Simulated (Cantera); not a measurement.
An adiabatic, constant-volume homogeneous reactor starts with 32.1 % CO, 12.2 % H₂, 11.7 % O₂, 44.0 % N₂, equivalence ratio 1.9, at 1425 K and 1.60 bar.

Model: GRI-Mech 3.0 (53 species, 325 reactions), integrated in Cantera.

Predict: time of steepest temperature rise; temperature at 0.100 s; equilibrium temperature; x(CO) at 0.100 s; x(H₂) at 0.100 s; x(O₂) at 0.100 s; x(NO₂) at 0.100 s; x(NO) at 0.100 s; x(OH) at 0.100 s; x(N₂O) at 0.100 s.


```json
{
 "time_of_steepest_temperature_rise": "15.7 µs",
 "temperature at 0.100 s": "2978 K",
 "equilibrium_temperature": "2978 K",
 "x(CO) at 0.100 s": "0.234 (gas-phase equilibrium 0.234)",
 "x(H₂) at 0.100 s": "0.0253 (gas-phase equilibrium 0.0253)",
 "x(O₂) at 0.100 s": "0.00783 (gas-phase equilibrium 0.00783)",
 "x(NO₂) at 0.100 s": "1.39e-6 (gas-phase equilibrium 1.39e-6)",
 "x(NO) at 0.100 s": "0.00702 (gas-phase equilibrium 0.00702)",
 "x(OH) at 0.100 s": "0.0163 (gas-phase equilibrium 0.0163)",
 "x(N₂O) at 0.100 s": "5.40e-7 (gas-phase equilibrium 5.40e-7)"
}
```
